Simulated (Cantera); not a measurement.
An isothermal, constant-pressure homogeneous reactor starts with CH4 : N2 = 1 : 5.5 (molar parts), at 1973 K and 0.250 bar. Integrator tolerance rtol = 1e-08.

Model: GRI-Mech 3.0 (53 species, 325 reactions), integrated in Cantera. GRI-Mech 3.0 stops at C3 and has no aromatics, soot or wall deposition, so with more carbon than oxygen in the feed, carbon stays in small species such as C2H2 where larger ones or solid carbon would form.

| quantity | before | after |
|---|---|---|
| x(CH4) at 100 s | 9.74e-5 (gas-phase equilibrium 6.11e-5) | 4.58e-6 (gas-phase equilibrium 2.65e-6) |
| x(H2) at 100 s | 0.199 (gas-phase equilibrium 0.199) | 0.0532 (gas-phase equilibrium 0.0532) |
| x(C2H) at 100 s | 6.66e-6 (gas-phase equilibrium 2.43e-6) | 3.46e-6 (gas-phase equilibrium 4.62e-7) |
| x(C2H4) at 100 s | 2.50e-5 (gas-phase equilibrium 9.12e-6) | 1.79e-6 (gas-phase equilibrium 2.40e-7) |
| x(C2H6) at 100 s | 6.69e-10 (gas-phase equilibrium 2.58e-10) | 7.39e-12 (gas-phase equilibrium 1.81e-12) |
| x(CH3) at 100 s | 1.17e-5 (gas-phase equilibrium 7.35e-6) | 1.07e-6 (gas-phase equilibrium 6.16e-7) |
| x(C2H2) at 100 s | 0.0643 (gas-phase equilibrium 0.0235) | 0.0173 (gas-phase equilibrium 0.00231) |

Problem. Name the change that produced these shifts.
A. temperature 1973 to 1425 K
B. N2 5.5 to 14 parts
C. N2 5.5 to 26 parts
D. temperature 1973 to 1450 K

Solution. C, N2 5.5 to 26 parts
